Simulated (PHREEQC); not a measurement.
A made-up water analysis in mg/kgw, 85 °C, pH 4.13, pe 8.5: Na 286; K 186; Ca 135; Mg 68.4; Cl 420; S(6) as SO4 865; Al 2.12; B 0.0442; Fe(3) 1.26.

Cl is adjusted to close the charge balance.
Valence states are taken as typed.

Equilibrium calculation in PHREEQC: ion-association model, wateq4f.dat.

Precipitation was switched off in this run.

Problem. What ionic strength does the model give?

Solution. ionic strength 0.0339 mol/kgw.

Problem. In which forms is S present?

Solution. SO4-2 66 %, MgSO4 17 %, CaSO4 11 %, NaSO4- 2.6 %, KSO4- 2.3 %, HSO4- 1.3 % of the S.

Examples of supersaturated solids here: Jarosite-K, Hematite (slow to form). Others may be too. Away from 25 °C the constants follow the database's enthalpies or fits; those with neither stay at their 25 °C values.
